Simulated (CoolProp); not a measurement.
Vapour-liquid equilibrium of n-octane (1) + o-xylene (2) at 491.1 K; x and y are mole fractions of (1).

The numbers come from the multi-fluid Helmholtz-energy mixture model, Beckmüller 2019 and Zhou 2012; pair parameters Bell 2016 in CoolProp.

```
x      bubble pressure (kPa)  y at the bubble point  dew pressure at overall composition x (kPa)  liquid density (mol/L)
-----  ---------------------  ---------------------  -------------------------------------------  ----------------------
0.05                   524.8                  0.072                                        520.3                   6.381
0.125                  546.0                  0.172                                        535.9                   6.196
0.2                    566.5                  0.264                                        552.1                   6.016
0.275                  586.5                  0.350                                        569.0                   5.843
0.35                   606.1                  0.430                                        586.5                   5.676
0.425                  625.1                  0.506                                        604.7                   5.515
0.5                    643.8                  0.578                                        623.5                   5.359
0.575                  662.2                  0.647                                        642.9                   5.208
0.65                   680.3                  0.714                                        662.9                   5.062
0.725                  698.2                  0.778                                        683.4                   4.921
0.8                    715.9                  0.840                                        704.4                   4.784
0.875                  733.5                  0.901                                        725.9                   4.651
0.95                   750.9                  0.961                                        747.7                   4.522
```

No azeotrope shows between x = 0.05 and 0.95.

The pair parameters rest on a limited set of measurements; away from them the model extrapolates.
